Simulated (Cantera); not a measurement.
An adiabatic, constant-volume homogeneous reactor starts with CH4 : O2 : N2 : H2O = 1 : 0.8 : 6.64 : 0.25 (molar parts), at 1398 K and 3.90 bar.

Computed with Cantera and GRI-Mech 3.0 (53 species, 325 reactions).

**Question.** Predict: time of steepest temperature rise; temperature at 2.00 s; equilibrium temperature; x(CH4) at 2.00 s; x(O2) at 2.00 s; x(H2O) at 2.00 s.

**Answer.** 
| Item | Result |
|---|---|
| time of steepest temperature rise | 4.28 ms |
| temperature at 2.00 s | 2081 K |
| equilibrium temperature | 2081 K |
| x(CH4) at 2.00 s | 4.61e-9 (gas-phase equilibrium 5.25e-9) |
| x(O2) at 2.00 s | 1.06e-8 (gas-phase equilibrium 1.06e-8) |
| x(H2O) at 2.00 s | 0.0764 (gas-phase equilibrium 0.0764) |
